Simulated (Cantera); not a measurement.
A perfectly stirred reactor is fed with 68.5 % N₂O, 31.5 % N₂, at 35.3 Torr; it is held at 1573 K, and followed from long to short residence time.

Cantera simulation using GRI-Mech 3.0 (53 species, 325 reactions); the numbers are that mechanism's predictions, not measurements. GRI-Mech 3.0 was tuned for natural gas; its chemistry of N2O as a main component is partial and can be far from experiment. Radical loss at walls, strong at low pressure, is not modelled. The temperature is held fixed by assumption; the heat of reaction is taken as removed at once.

x: mole fraction; the columns are a selection and need not sum to one.

```
τ (s)     x N₂O      x O₂  x NO₂   x N₂       x O
-------  ------  --------  -----  -----  --------
2.9      0.0293     0.180      ?  0.662  0.000120
0.62      0.113     0.153      ?  0.614  0.000134
0.13      0.331    0.0944      ?  0.500  0.000138
0.029     0.552    0.0352      ?  0.384  0.000139
0.0062    0.652   0.00881      ?  0.332  0.000138
0.0013    0.678   0.00185      ?  0.319  0.000132
0.00029   0.683  0.000356      ?  0.316  0.000113
```

Task: Fill in the missing entries.

Result: 
- 2.9, x NO₂: 5.23e-5
- 0.62, x NO₂: 4.44e-5
- 0.13, x NO₂: 2.41e-5
- 0.029, x NO₂: 7.10e-6
- 0.0062, x NO₂: 1.11e-6
- 0.0013, x NO₂: 8.54e-8
- 0.00029, x NO₂: 3.79e-9
